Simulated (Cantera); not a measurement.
Charge: 1 mol B, 0.17 mol NH3, 0.12 mol H2, held at 0.170 bar.

Equilibrium computed with Cantera from the NASA thermochemical tables; the gas is ideal and each condensed phase is pure. Candidate condensed phases: B, BN; 15 gas species. Mutual solubility and eutectic melting of coexisting phases are not modelled. The tables' values for BH2 are old estimates; treat these amounts as uncertain. Gases not in the tables: B2H6 and higher boranes. Equilibrium is a limit: real reactors are often held back by kinetics, nucleation or transport.

log p: log10 of the partial pressure in bar; n: condensed amount in mol.

| T (°C) | log p H2 | log p N2 | log p H | log p BH2 | log p B | n B(s) | n BN(s) | n B(l) |
|---|---|---|---|---|---|---|---|---|
| 925 | -0.77 | -12.66 | -7.11 | -7.48 | <-12 | 0.830 | 0.170 | 0 |
| 1125 | -0.77 | -9.53 | -5.71 | -6.27 | <-12 | 0.830 | 0.170 | 0 |
| 1325 | -0.77 | -7.20 | -4.66 | -5.36 | -10.52 | 0.830 | 0.170 | 0 |
| 1525 | -0.77 | -5.39 | -3.84 | -4.66 | -8.50 | 0.830 | 0.170 | 0 |
| 1725 | -0.77 | [?] | [?] | -4.11 | [?] | 0.830 | 0.169 | 0 |
| 1925 | -0.78 | [?] | [?] | -3.66 | [?] | 0.837 | 0.162 | 0 |
| 2125 | -0.84 | -1.74 | -2.22 | -3.37 | -4.51 | 0 | 0.0772 | 0.922 |

Complete the blanks.


- 1725, log p N2: -3.94
- 1725, log p H: -3.18
- 1725, log p B: -6.89
- 1925, log p N2: -2.76
- 1925, log p H: -2.64
- 1925, log p B: -5.57
